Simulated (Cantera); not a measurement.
Feed: 1 mol NF3, 5.8 mol H2, a varied amount of O2, held at 2548 K and 11.0 Pa.

Cantera equilibrium calculation (NASA polynomials, part measured and part estimated; ideal gas, pure solids and liquids). Candidate condensed phases: H2O; 40 gas species. Rates play no part.

Question: At 4.1 mol O2, list the 5 most abundant gas species with their mole fractions, and the condensed phases.

Answer: H 0.397, O 0.333, HF 0.152, O2 0.0366, N2 0.0257. Condensed: gas only.
